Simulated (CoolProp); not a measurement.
The fluid at 894.08 K and 0.31 MPa is compressed adiabatically to 1.38 MPa with isentropic efficiency 1. The same conditions are run with several fluids, on thermodynamics alone (safety and materials aside).

Model: reference Helmholtz-energy equation of state of each fluid (nitrogen: Span 2000; water: Wagner 2002; carbon dioxide: Span 1996; oxygen: Schmidt 1985; dry air: Lemmon 2000), in CoolProp. Blends and air are pseudo-pure fits.

```csv
fluid,work (kJ/kg),final temperature (K),final density (kg/m³)
nitrogen,483,1300.7,3.56
water,718,1204.1,2.49
carbon dioxide,284,1124.2,6.48
oxygen,417,1272.9,4.16
dry air,466,1296.2,3.70
```

Above 300 K oxygen's equation is extrapolated.
